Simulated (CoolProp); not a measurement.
Saturation properties of sulfur hexafluoride.

The numbers come from the reference Helmholtz-energy equation of state, Guder 2009 in CoolProp.

```json
[
 {"T (K)": "244.7", "p (MPa)": "0.5197", "liquid cp (kJ/(kg K))": "0.9067", "liquid viscosity (µPa s)": "297"},
 {"T (K)": "248.9", "p (MPa)": "0.5996", "liquid cp (kJ/(kg K))": "0.9222", "liquid viscosity (µPa s)": "278"},
 {"T (K)": "253", "p (MPa)": "0.6861", "liquid cp (kJ/(kg K))": "0.9382", "liquid viscosity (µPa s)": "260"},
 {"T (K)": "257.1", "p (MPa)": "0.7815", "liquid cp (kJ/(kg K))": "0.9553", "liquid viscosity (µPa s)": "243"},
 {"T (K)": "261.2", "p (MPa)": "0.8864", "liquid cp (kJ/(kg K))": "0.9737", "liquid viscosity (µPa s)": "226"},
 {"T (K)": "265.3", "p (MPa)": "1.001", "liquid cp (kJ/(kg K))": "0.9938", "liquid viscosity (µPa s)": "211"},
 {"T (K)": "269.5", "p (MPa)": "1.130", "liquid cp (kJ/(kg K))": "1.016", "liquid viscosity (µPa s)": "197"},
 {"T (K)": "273.6", "p (MPa)": "1.267", "liquid cp (kJ/(kg K))": "1.041", "liquid viscosity (µPa s)": "183"}
]
```

Viscosity comes from a separate model (Quiñones-Cisneros 2012).
